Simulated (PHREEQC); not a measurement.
A solution holds 0.16 mol/kgw Ni(NO3)2 and 0.022 mol/kgw H2SO4, at 55 °C. Closed to the air; pH follows from the charge balance.

The numbers come from PHREEQC with the ion-association model, wateq4f.dat.

```tsv
quantity	before	after
HSO4- (mol/kgw)	0.00813	0.00113
SO4-2 (mol/kgw)	0.00513	0.00111
```

### Question
Which change was made?
A) Ni(NO3)2 from 0.16 to 0.8 mol/kgw
B) 0.26 mol/kgw ZnBr2 added
C) diluted 10-fold with water
D) Ni(NO3)2 replaced by Fe(NO3)3 at the same molality
E) 0.089 mol/kgw Zn(NO3)2 added

### Answer
A, Ni(NO3)2 from 0.16 to 0.8 mol/kgw

Precipitation was switched off in this run. The ionic strength passes 0.7 mol/kgw, the rough limit of the ion-association models, in after. At this temperature some constants are extrapolated from 25 °C, and those without enthalpy data are left unchanged.
